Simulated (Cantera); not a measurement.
Input: 1 mol CuO, 1.8 mol F2, equilibrated at 22.0 mbar.

Cantera equilibrium calculation (NASA polynomials, part measured and part estimated; ideal gas, pure solids and liquids). Candidate condensed phases: Cu, CuF2, CuO, Cu2O; 13 gas species. Rates play no part.

Q: At 1698 K, list the 4 most abundant gas species with their mole fractions, and the condensed phases.

A: F 0.518, CuF2 0.318, O2 0.161, CuF 0.00360. Condensed: gas only.
